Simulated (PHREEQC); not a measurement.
0.1 mol of Cerargyrite (AgCl) is brought to equilibrium with 1 kg of water, with rising amounts of HI, at 25 °C. Oxygen alone is held at its pressure in air (log pO2 = -0.68). The system is closed to CO2. Only these solids could form: Cerargyrite, Iodyrite, Ag2O.

Model: ion-association model, wateq4f.dat, run in PHREEQC.

```csv
HI added (mol),pH,dissolved Ag (mol/kgw),Iodyrite (mol),Ag+ (mol/kgw)
0,7.00,1.37e-5,0,1.34e-5
0.00417,2.41,5.19e-7,0.00417,4.91e-8
0.00625,2.24,5.73e-7,0.00625,3.37e-8
0.00833,2.12,(withheld),0.00833,(withheld)
0.0125,1.95,7.68e-7,0.0125,(withheld)
0.0167,1.82,(withheld),0.0167,1.38e-8
0.0187,1.78,9.76e-7,0.0187,(withheld)
0.0208,1.73,1.05e-6,0.0208,1.14e-8
0.025,1.66,1.19e-6,0.0250,9.68e-9
```

**Question.** What belongs in the gaps?

**Answer.** 
- 0.00833, dissolved Ag (mol/kgw): 6.35e-7
- 0.00833, Ag+ (mol/kgw): 2.59e-8
- 0.0125, Ag+ (mol/kgw): 1.79e-8
- 0.0167, dissolved Ag (mol/kgw): 9.08e-7
- 0.0187, Ag+ (mol/kgw): 1.25e-8

Species that the database lacks are ignored.
